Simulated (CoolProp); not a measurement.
Vapour-liquid equilibrium of CH2F2 (R32) (1) + propylene (2) at 215.7 K; x and y are mole fractions of (1).

Computed with CoolProp (multi-fluid Helmholtz-energy mixture model, Tillner-Roth 1997 and Lemmon 2013; pair parameters Bell 2016).

```csv
x,bubble pressure (MPa),y at the bubble point,dew pressure at overall composition x (MPa),liquid density (mol/L)
0.05,0.07801,0.221,0.06617,?
0.15,0.09629,0.413,0.07267,15.53
0.25,0.1053,?,0.08042,16.10
0.35,0.1092,0.534,0.08965,16.74
0.45,0.1106,0.555,0.1003,17.46
0.55,0.1109,0.567,0.1103,18.28
0.65,0.1108,0.577,0.1048,19.20
0.75,0.1097,0.596,0.09479,20.26
0.85,?,0.643,0.08582,21.47
0.95,0.09105,0.790,0.07813,22.85
```

**Question.** Some entries are withheld; supply them.

**Answer.** 
- 0.05, liquid density (mol/L): 15.02
- 0.25, y at the bubble point: 0.495
- 0.85, bubble pressure (MPa): 0.1055

y crosses x between x = 0.55 and 0.65: the model has an azeotrope there.

Pair parameters are fitted to limited data, so mixtures are less certain than the pure fluids. With so large a gap from Raoult's law the liquid may split in two, which this calculation doesn't test in full.
